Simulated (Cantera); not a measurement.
A freely propagating, adiabatic, planar premixed flame of 29.3 % H₂, 12.2 % O₂, 58.5 % N₂, equivalence ratio 1.2, unburnt at 375 K and 0.138 atm; mixture-averaged transport, grid criteria slope 0.08 and curve 0.16, no radiation.

Computed with Cantera and the H2/O2 subset of GRI-Mech 3.0, which has no nitrogen chemistry. Burning velocities carry a grid error of a few per cent, more on coarse grids.

Task: Predict: laminar burning velocity; thermal thickness; peak x(H); peak x(HO₂); peak x(O).

Result: 
* **laminar burning velocity**: 250 cm/s
* **thermal thickness**: 5.57 mm
* **peak x(H)**: 0.0761
* **peak x(HO₂)**: 0.000104
* **peak x(O)**: 0.00785
